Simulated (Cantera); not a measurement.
An isothermal, constant-pressure homogeneous reactor starts with 1.16 % CO, 0.330 % O₂, 0.0194 % H₂O, 97.0 % N₂, 1.46 % H₂, at 950 K and 19000 Pa.

Model: GRI-Mech 3.0 (53 species, 325 reactions), integrated in Cantera.

One state of this run: x CO = 0.00983; x O₂ = <1e-12; x H₂O = 0.00496; x N₂O = 4.35e-11; x NO = 3.40e-8. x: mole fraction; the columns are a selection and need not sum to one.

Task: Which value of t (s) does it belong to?
A. 12.5
B. 0.00306
C. 0.0490
D. 3.13

Result: A, 12.5
